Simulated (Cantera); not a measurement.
Catalytic combustion on Pt

An isothermal plug-flow reactor at 975 K and 1500 Torr (inlet), inlet velocity 2 m/s, active area per volume 1200 1/m; feed CO : O₂ : N₂ : H₂O = 0.014 : 0.05 : 0.79 : 0.017 (molar parts), equivalence ratio 0.14.

Model: Deutschmann's 1995 Pt surface mechanism with GRI-Mech 3.0 gas chemistry, integrated in Cantera. Catalytic surfaces can have several steady states; this one follows from the mechanism file's or the stated starting coverage. Mass transfer to the wall is taken as infinitely fast.

| z (m) | x CO | x O₂ | x H₂O | x CO₂ | θ free Pt | θ O* | θ OH* | θ CO* |
|---|---|---|---|---|---|---|---|---|
| 8.4e-05 | 0.00222 | 0.0508 | 0.0197 | 0.0140 | 0.258 | 0.735 | 0.00425 | 0.00258 |
| 0.00018 | 0.000939 | 0.0502 | 0.0197 | 0.0153 | 0.191 | 0.805 | 0.00383 | 0.000549 |
| 0.00039 | 0.000233 | 0.0499 | 0.0197 | 0.0160 | 0.175 | 0.821 | 0.00370 | 0.000112 |
| 0.00084 | 1.55e-5 | 0.0498 | 0.0197 | 0.0162 | 0.171 | 0.826 | 0.00367 | 7.08e-6 |
| 0.0018 | 5.16e-8 | 0.0498 | 0.0197 | 0.0162 | 0.171 | 0.826 | 0.00367 | 2.35e-8 |
| 0.0039 | <1e-12 | 0.0498 | 0.0197 | 0.0162 | 0.171 | 0.826 | 0.00367 | <1e-12 |
| 0.0084 | <1e-12 | 0.0498 | 0.0197 | 0.0162 | 0.171 | 0.826 | 0.00367 | <1e-12 |
x: gas mole fraction; θ: surface coverage.
